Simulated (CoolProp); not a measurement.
m-xylene at 293.15 K and 0.678 MPa is throttled through a valve to 0.461 MPa with no heat exchange. Each further row changes one setting.

Values from CoolProp's reference Helmholtz-energy equation of state, Zhou 2012.

```tsv
case	temperature change (K)	final density (kg/m³)
as stated	+0.1	864
outlet pressure 0.138 MPa	+0.3	864
outlet pressure 0.599 MPa	+0.0	865
```
